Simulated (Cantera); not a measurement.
Mixture: H2 : O2 : N2 = 1 : 0.455 : 2.41 (molar parts), at 10.0 bar, adiabatic and at constant pressure. Ignition delay is the time to a rise of 400 K.

Computed with Cantera and GRI-Mech 3.0 (53 species, 325 reactions). The hydrogen kinetics of GRI-Mech 3.0 are dated; newer H2 mechanisms differ, most at raised pressure. Below about 950 K walls govern HO2 and H2O2 in real vessels.

### Question
Predict: delay at 875 K; delay at 1075 K; delay at 1275 K; delay at 1475 K; delay at 1675 K; apparent activation energy between 1475 and 1675 K.

### Answer
```json
{
  "delay at 875 K": "0.256 s",
  "delay at 1075 K": "1.74 ms",
  "delay at 1275 K": "8.45 µs",
  "delay at 1475 K": "2.03 µs",
  "delay at 1675 K": "1.10 µs",
  "apparent activation energy between 1475 and 1675 K": "63 kJ/mol"
}
```
